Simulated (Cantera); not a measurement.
A perfectly stirred reactor is fed with CH4 : H2 = 1 : 18 (molar parts), at 100000 Pa; it is held at 1525 K, and followed from long to short residence time.

Detailed kinetics in Cantera: GRI-Mech 3.0 (53 species, 325 reactions). GRI-Mech 3.0 stops at C3 and has no aromatics, soot or wall deposition, so with more carbon than oxygen in the feed, carbon stays in small species such as C2H2 where larger ones or solid carbon would form.

```
quantity                  before    after
----------------------  --------  -------
x(CH4) at τ = 25.0 s      0.0413   0.0329
x(H2) at τ = 25.0 s        0.953    0.957
x(C2H4) at τ = 25.0 s   0.000938  5.65e-5
x(C2H2) at τ = 25.0 s    0.00446  0.00920
x(C2H6) at τ = 25.0 s    6.52e-6  1.28e-6
x(CH4) at τ = 78.0 ms     0.0515   0.0526
x(H2) at τ = 78.0 ms       0.948    0.947
x(C2H4) at τ = 78.0 ms  0.000128  1.50e-7
x(C2H2) at τ = 78.0 ms  0.000395  1.18e-8
x(C2H6) at τ = 78.0 ms   4.98e-6  1.48e-8
```

Task: Name the change that produced these shifts.
A. pressure from 100000 Pa to 320 Pa
B. temperature 1525 to 1550 K
C. temperature 1525 to 1950 K
D. pressure from 100000 Pa to 2000 Pa

Result: A, pressure from 100000 Pa to 320 Pa
